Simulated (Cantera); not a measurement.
Thermodynamics of boron, boron nitride and boron oxide, feed B2H6 + NH3

Input: 1 mol B2H6, 0.12 mol NH3, at 2.63 Torr.

Equilibrium computed with Cantera from the NASA thermochemical tables; the gas is ideal and each condensed phase is pure. Candidate condensed phases: B, BN; 15 gas species. The feed counts by its element totals alone. Mutual solubility and eutectic melting of coexisting phases are not modelled. The tables' values for BH2 are old estimates; treat these amounts as uncertain. The numbers say what is thermodynamically allowed, not how fast it happens.

From 1600 K to 1900 K the condensed part is B(s) + BN(s). From 2000 K to 2300 K the condensed part is B(s). At 2400 K the condensed part is B(l).

```csv
T (K),x H2,x H,x N2,x B,x BH2,x BH,n B(s),n BN(s),n B(l)
1600,0.999,0.000919,1.90e-5,9.02e-9,2.60e-5,7.65e-9,1.88,0.120,0
1700,0.997,0.00249,0.000172,1.06e-7,6.09e-5,5.22e-8,1.88,0.119,0
1800,0.993,0.00603,0.00122,9.37e-7,0.000129,2.86e-7,1.89,0.112,0
1900,0.979,0.0133,0.00698,6.60e-6,0.000250,1.30e-6,1.92,0.0750,0
2000,0.954,0.0269,0.0183,3.81e-5,0.000447,5.04e-6,2.00,0,0
2100,0.930,0.0508,0.0180,0.000186,0.000752,1.71e-5,2.00,0,0
2200,0.890,0.0898,0.0177,0.000781,0.00118,5.12e-5,1.99,0,0
2300,0.829,0.149,0.0171,0.00290,0.00172,0.000137,1.98,0,0
2400,0.741,0.231,0.0162,0.00911,0.00220,0.000312,0,0,1.96
```
x: gas mole fraction; n: condensed amount in mol.
